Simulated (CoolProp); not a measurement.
Vapour-liquid equilibrium of CH3F (R41) (1) + chloromethane (R40) (2) at 7.94 bar; x and y are mole fractions of (1).

Model: multi-fluid Helmholtz-energy mixture model, Lemmon 2006 and Thol 2014; pair parameters Bell 2016, in CoolProp.

**Question.** Give the bubble temperature and the first vapour's composition at x = 0.15, 0.55, 0.85. Is there an azeotrope?

**Answer.** x = 0.15: 14.9 °C, y = 0.505; x = 0.55: -15.4 °C, y = 0.893; x = 0.85: -26.5 °C, y = 0.972. No azeotrope shows between x = 0.05 and 0.95.

The pair parameters rest on a limited set of measurements; away from them the model extrapolates. The gap from Raoult's law changes sign with composition, which may be real or a fault of the pair parameters; it wasn't checked against measurements.
